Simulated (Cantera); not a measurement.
An isothermal, constant-pressure homogeneous reactor starts with NO : N2 = 1 : 1.6 (molar parts), at 1973 K and 0.300 bar.

Computed with Cantera and GRI-Mech 3.0 (53 species, 325 reactions).

x: mole fraction; the columns are a selection and need not sum to one.

| t (s) | x NO | x N2O | x NO2 | x O | x O2 | x N2 |
|---|---|---|---|---|---|---|
| 2.00e-6 | 0.385 | 8.45e-8 | 2.60e-10 | 8.43e-8 | 1.30e-11 | 0.615 |
| 5.79e-6 | 0.385 | 2.44e-7 | 2.16e-9 | 2.43e-7 | 1.08e-10 | 0.615 |
| 1.68e-5 | 0.385 | 7.04e-7 | 1.78e-8 | 6.94e-7 | 9.01e-10 | 0.615 |
| 4.85e-5 | 0.385 | 2.02e-6 | 1.39e-7 | 1.94e-6 | 7.37e-9 | 0.615 |
| 0.000140 | 0.385 | 5.68e-6 | 9.84e-7 | 5.19e-6 | 5.97e-8 | 0.615 |
| 0.000406 | 0.385 | 1.52e-5 | 5.55e-6 | 1.34e-5 | 5.10e-7 | 0.615 |
| 0.00118 | 0.384 | 3.53e-5 | 2.27e-5 | 3.65e-5 | 5.77e-6 | 0.615 |
| 0.00340 | 0.384 | 5.90e-5 | 5.40e-5 | 7.71e-5 | 7.16e-5 | 0.616 |
| 0.00985 | 0.384 | 6.57e-5 | 6.29e-5 | 8.89e-5 | 0.000409 | 0.616 |
| 0.0285 | 0.381 | 6.49e-5 | 6.74e-5 | 9.46e-5 | ___ | 0.617 |
| 0.0825 | 0.375 | 6.25e-5 | 7.84e-5 | 0.000109 | 0.00440 | 0.620 |
| 0.239 | 0.358 | 5.59e-5 | 0.000102 | 0.000143 | 0.0131 | 0.629 |
| 0.691 | 0.309 | 4.05e-5 | 0.000134 | 0.000210 | 0.0375 | 0.653 |
| 2.00 | ___ | ___ | 0.000131 | ___ | ___ | ___ |

Task: What belongs in the gaps?

Result: 
- 0.0285, x O2: 0.00143
- 2.00, x NO: 0.198
- 2.00, x N2O: 1.60e-5
- 2.00, x O: 0.000311
- 2.00, x O2: 0.0929
- 2.00, x N2: 0.708
